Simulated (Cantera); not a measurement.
## Ignition delay

Mixture: CH4 : CO : O2 : N2 = 1.6 : 1.4 : 3.91 : 16.4 (molar parts), at 1.00 bar, adiabatic and at constant volume. Ignition delay is the time to a rise of 400 K.

Detailed kinetics in Cantera: GRI-Mech 3.0 (53 species, 325 reactions).

| T0 (K) | delay (ms) |
|---|---|
| 1250 | 28.7 |
| 1300 | 13.9 |
| 1350 | 7.05 |
| 1400 | 3.73 |
| 1450 | 2.07 |
| 1500 | 1.21 |
| 1550 | 0.741 |
| 1600 | 0.475 |

The apparent activation energy between 1500 and 1600 K is 190 kJ/mol.
